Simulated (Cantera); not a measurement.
A freely propagating, adiabatic, planar premixed flame of CH4 : O2 : N2 = 1 : 1.82 : 6.73 (molar parts), equivalence ratio 1.1, unburnt at 500 K and 0.132 atm; mixture-averaged transport, grid criteria slope 0.08 and curve 0.16, no radiation.

Computed with Cantera and GRI-Mech 3.0 (53 species, 325 reactions). Burning velocities carry a grid error of a few per cent, more on coarse grids.

Question: Predict: laminar burning velocity; thermal thickness; peak x(HCN); peak x(O); peak x(CH2); peak x(HO2).

Answer: laminar burning velocity: 137 cm/s
thermal thickness: 2.02 mm
peak x(HCN): 5.76e-6
peak x(O): 0.00539
peak x(CH2): 7.94e-5
peak x(HO2): 0.000141
